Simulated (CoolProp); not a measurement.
Values from CoolProp's reference Helmholtz-energy equation of state, Thol 2021.

### Question
Give the vapour pressure (kPa), liquid density (kg/m³), vapour density (kg/m³), enthalpy of vaporisation (kJ/kg) of saturated chlorine at 249.6, 263.7, 348.6 K.

### Answer
| T (K) | p (kPa) | liquid density (kg/m³) | vapour density (kg/m³) | enthalpy of vaporisation (kJ/kg) |
|---|---|---|---|---|
| 249.6 | 157 | 1530 | 5.56 | 281 |
| 263.7 | 267 | 1500 | 9.10 | 272 |
| 348.6 | 2480 | 1220 | 79.0 | 200 |
